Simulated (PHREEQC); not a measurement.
A solution holds 1.8 mmol/kgw HF, 7.7 mmol/kgw NH4F and 0.25 mmol/kgw H2SO4, at 25 °C. Closed to the air; pH follows from the charge balance.

The numbers come from PHREEQC with the ion-association model, phreeqc.dat.

```tsv
quantity	before	after
pH	3.69	3.60
ionic strength (mol/kgw)	0.00813	0.00819
HF (mol/kgw)	0.00202	0.00197
HF2- (mol/kgw)	5.71e-5	4.86e-5
HSO4- (mol/kgw)	3.44e-6	3.20e-6
NH3 (mol/kgw)	1.96e-8	5.13e-9
```

Q: What was changed between the two runs?
A. HF left out
B. temperature from 25 to 20 °C
C. temperature from 25 to 55 °C
D. HF from 0.0018 to 0.00198 mol/kgw
E. temperature from 25 to 10 °C

A: E, temperature from 25 to 10 °C

This is a speciation only: nothing precipitates in the calculation. Constants without temperature data keep their 25 °C values here.
